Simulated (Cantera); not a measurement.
Adiabatic ignition

An adiabatic, constant-volume homogeneous reactor starts with 11.3 % CH4, 0.396 % H2, 15.2 % O2, 57.3 % N2, 8.72 % H2O, 7.13 % CO2, at 1298 K and 5700 Torr.

Computed with Cantera and GRI-Mech 3.0 (53 species, 325 reactions).

| t (s) | T (K) | P (bar) | x CH4 | x H2 | x O2 | x O | x HCN |
|---|---|---|---|---|---|---|---|
| 9.00e-6 | 1298 | 7.60 | 0.113 | 0.00396 | 0.152 | 2.28e-10 | <1e-12 |
| 2.51e-5 | 1298 | 7.60 | 0.113 | 0.00396 | 0.152 | 7.35e-10 | <1e-12 |
| 6.97e-5 | 1298 | 7.60 | 0.113 | 0.00396 | 0.152 | 3.43e-9 | <1e-12 |
| 0.000194 | 1298 | 7.60 | 0.113 | 0.00395 | 0.152 | 1.18e-8 | <1e-12 |
| 0.000540 | 1301 | 7.62 | 0.113 | 0.00395 | 0.151 | 1.88e-8 | <1e-12 |
| 0.00150 | 1332 | 7.80 | 0.108 | 0.00460 | 0.148 | 9.17e-8 | <1e-12 |
| 0.00419 | 2674 | 16.9 | 1.98e-11 | 0.0475 | 0.000270 | 0.000130 | 1.04e-7 |
| 0.0117 | 2674 | 16.9 | 1.98e-11 | 0.0475 | 0.000270 | 0.000130 | 1.05e-7 |
| 0.0325 | 2674 | 16.9 | 1.98e-11 | 0.0475 | 0.000270 | 0.000130 | 1.05e-7 |
| 0.0903 | 2674 | 16.9 | 1.98e-11 | 0.0475 | 0.000270 | 0.000130 | 1.05e-7 |
| 0.251 | 2674 | 16.9 | 1.98e-11 | 0.0475 | 0.000270 | 0.000130 | 1.05e-7 |
| 0.700 | 2674 | 16.9 | 1.98e-11 | 0.0475 | 0.000270 | 0.000130 | 1.05e-7 |
x: mole fraction; the columns are a selection and need not sum to one.

```
Property                                                              Result
---------------------------------  -----------------------------------------
time of steepest temperature rise                                    2.00 ms
temperature at 0.700 s                                                2674 K
equilibrium temperature                                               2674 K
x(CH4) at 0.700 s                  1.98e-11 (gas-phase equilibrium 2.25e-11)
x(H2) at 0.700 s                       0.0475 (gas-phase equilibrium 0.0475)
x(O2) at 0.700 s                   0.000270 (gas-phase equilibrium 0.000270)
```
